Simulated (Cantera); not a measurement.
Cantera run:

```python
import numpy as np
import cantera as ct

gas_names = """
    B BF BF2 BF3 BH BHF2 BH2 BH3 BN B2 F F2 H HF H2 H2F2 H3F3 H4F4 H5F5 H6F6 H7F7 N NF NF2 NF3 NH NH2
    NH3 N2 N2H2 N2H4
""".split()
cond_names = """
    B(b) B(L) BN(s)
""".split()


# ... load() reads the species with a 1 bar reference pressure and builds the phases ...
atoms = {
    'BN': {'B': 1, 'N': 1},
    'HF': {'H': 1, 'F': 1},
    'H2': {'H': 2},
    'NF3': {'N': 1, 'F': 3},
}
top_T = {'BN(s)': 3200}  # K; cautious upper limits of use, not melting points


# ... equilibrate(T, P, feed) seeds the gas with the atoms and calls Mixture.equilibrate('TP', solver="vcs", rtol=1e-11, max_steps=5000) ...
results = []
feed = {'BN': 1, 'HF': 4, 'H2': 0.56, 'NF3': 0.6}  # mol
T = 1773.15  # K
P = 133.322  # Pa
mix = equilibrate(T, P, feed)
results.append((T, P, feed, dict(zip(mix.species_names, mix.species_moles))))
x = sorted(zip(gas.X, gas.species_names), reverse=True)
print(f"T = {T:g} K  P = {P:g} Pa  gas = {mix.phase_moles(0):.4g} mol")
print("   x: " + "  ".join(f"{s} {v:.3e}" for v, s in x if v > 0.001))
print("   condensed (mol): " + ("  ".join(f"{mix.phase(i).name} {mix.phase_moles(i):.4g}"
      for i in range(1, mix.n_phases) if mix.phase_moles(i) > 1e-12) or "none"))
```

It prints:

```
T = 1773.15 K  P = 133.322 Pa  gas = 5.788 mol
   x: HF 4.903e-01  H2 1.953e-01  BF3 1.664e-01  N2 1.382e-01  BF2 5.881e-03  H 3.447e-03
   condensed (mol): none
```

Method: chemical equilibrium by Gibbs-energy minimisation in Cantera with the NASA 1993 tables (ideal gas, pure condensed phases). The tables' values for BF2 are old estimates; treat these amounts as uncertain.
